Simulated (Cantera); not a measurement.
Input (Python, Cantera) and output of one run.

```python
import numpy as np
import cantera as ct

gas_names = """
    B BH BH2 BH3 BO BO2 B2 B2O B2O2 B2O3 B3O3H3 H HBO HBO2 HO2 H2 H2O H2O2 H3B3O6 O OH O2 O3
""".split()
cond_names = """
    B(b) B(L) B2O3(L) B3O3H3(cr) H2O(s) H2O(L)
""".split()


# ... load() reads the species with a 1 bar reference pressure and builds the phases ...
atoms = {
    'B2H6': {'B': 2, 'H': 6},
    'H2O': {'H': 2, 'O': 1},
    'H2': {'H': 2},
    'O2': {'O': 2},
}
top_T = {}  # K; cautious upper limits of use, not melting points


# ... equilibrate(T, P, feed) seeds the gas with the atoms and calls Mixture.equilibrate('TP', solver="vcs", rtol=1e-11, max_steps=5000) ...
results = []
feed = {'B2H6': 1, 'H2O': 6.7, 'H2': 4.8, 'O2': 0.12}  # mol
T = 2000  # K
for P in [10, 37, 140, 520, 1900, 7200, 27000, 100000]:
    mix = equilibrate(T, P, feed)
    results.append((T, P, feed, dict(zip(mix.species_names, mix.species_moles))))

top = {s: max(r[3][s] / sum(r[3][g] for g in gas_names) for r in results) for s in gas_names}
cols = sorted((s for s in top if top[s] > 1e-06), key=lambda s: -top[s])[:7]
seen = [c for c in cond_names if any(r[3].get(c, 0) > 1e-12 for r in results)]
print("log10 of partial pressures in bar; condensed amounts in mol")
print(f"{'P/Pa':>10s}" + "".join(f"{s[:9]:>10s}" for s in cols + seen))
for T, P, feed, n in results:
    ng = sum(n[g] for g in gas_names)
    print(f"{P:10.4g}" + "".join(f"{np.log10(max(n[s] / ng * P / 1e5, 1e-99)):10.3f}" for s in cols)
          + "".join(f"{n.get(c, 0):10.4g}" for c in seen))
```

Output:

```
log10 of partial pressures in bar; condensed amounts in mol
      P/Pa        H2       H2O         H      HBO2      B2O3        BO        OH
        10    -4.242    -4.734    -4.910    -5.003    -6.253    -6.272    -6.402
        37    -3.638    -4.150    -4.608    -4.407    -5.646    -5.959    -6.120
       140    -3.042    -3.564    -4.310    -3.815    -5.047    -5.654    -5.832
       520    -2.462    -2.990    -4.020    -3.238    -4.466    -5.361    -5.548
      1900    -1.895    -2.425    -3.736    -2.671    -3.898    -5.076    -5.267
      7200    -1.313    -1.846    -3.446    -2.090    -3.316    -4.784    -4.978
   2.7e+04    -0.738    -1.271    -3.158    -1.515    -2.741    -4.496    -4.692
     1e+05    -0.169    -0.702    -2.873    -0.946    -2.171    -4.211    -4.407
```

Method: chemical equilibrium by Gibbs-energy minimisation in Cantera with the NASA 1993 tables (ideal gas, pure condensed phases). The feed counts by its element totals alone.
